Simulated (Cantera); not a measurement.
Feed: 1 mol V, 4.4 mol O2, 0.15 mol H2O, at 1.33 mbar.

Equilibrium computed with Cantera from the NASA thermochemical tables; the gas is ideal and each condensed phase is pure. Candidate condensed phases: H2O, V, VO, V2O3, V2O4, V2O5; 12 gas species. Kinetics and transport are ignored.

Task: At 2177 °C, list the 4 most abundant gas species with their mole fractions, and the condensed phases.

Result: O2 0.535, O 0.226, VO2 0.190, OH 0.0215. Condensed: gas only.
